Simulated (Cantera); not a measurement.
A closed system holds: 1 mol Na2CO3, 0.19 mol CO2, 0.033 mol O2, held at 9.00 Torr.

Equilibrium computed with Cantera from the NASA thermochemical tables; the gas is ideal and each condensed phase is pure. Candidate condensed phases: C, Na, NaO2, Na2CO3, Na2O, Na2O2; 16 gas species. Rates play no part.

x: gas mole fraction; n: condensed amount in mol.

| T (K) | x CO2 | x Na | x O2 | x CO | x O | n Na2CO3(s) | n Na2CO3(l) |
|---|---|---|---|---|---|---|---|
| 800 | 0.852 | <1e-12 | 0.148 | <1e-12 | <1e-12 | 1.00 | 0 |
| 1000 | 0.852 | 8.16e-10 | 0.148 | 1.23e-9 | [?] | 1.00 | 0 |
| 1200 | 0.852 | 6.82e-6 | 0.148 | 3.53e-7 | [?] | 0 | 1.000 |
| 1400 | 0.849 | 0.00338 | 0.148 | 1.98e-5 | [?] | 0 | 1.000 |
| 1600 | 0.321 | 0.533 | 0.141 | 0.000155 | [?] | 0 | 0 |
| 1800 | 0.318 | 0.534 | 0.142 | 0.00159 | [?] | 0 | 0 |
| 2000 | 0.308 | 0.531 | 0.145 | 0.00980 | [?] | 0 | 0 |
| 2200 | 0.274 | 0.522 | 0.153 | 0.0385 | [?] | 0 | 0 |

Problem. Fill in the missing entries.

Solution. 
- 1000, x O: 5.52e-10
- 1200, x O: 8.80e-8
- 1400, x O: 3.32e-6
- 1600, x O: 4.97e-5
- 1800, x O: 0.000418
- 2000, x O: 0.00232
- 2200, x O: 0.00965
